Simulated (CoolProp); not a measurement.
Saturated liquid density (kg/m³) of propylene glycol: the reference equation beside estimates from Tc = 674.0 K, pc = 7.292 MPa, ω = 0.327.

Values from CoolProp's reference Helmholtz-energy equation of state, Eisenbach 2021.

```tsv
T (K)	reference	van der Waals	Redlich-Kwong	Soave-Redlich-Kwong	Peng-Robinson
318.7	1017	658.8	979.6	1005	1129
361.3	982.8	635.7	941.6	973.1	1095
403.9	946.5	610.6	899.0	935.9	1056
446.6	906.8	582.9	850.8	892.3	1009
489.2	862.7	552.1	796.1	840.9	952.6
531.8	812.2	517.0	733.1	779.1	884.0
574.5	751.8	475.4	658.3	702.4	797.3
617.1	674.0	423.3	564.9	602.0	681.3
```

Absolute difference from the reference over all 8 rows, mean and median: van der Waals 36.0 and 35.9 %, Redlich-Kwong 8.1 and 6.9 %, Soave-Redlich-Kwong 3.6 and 2.1 %, Peng-Robinson 9.0 and 10.7 %.
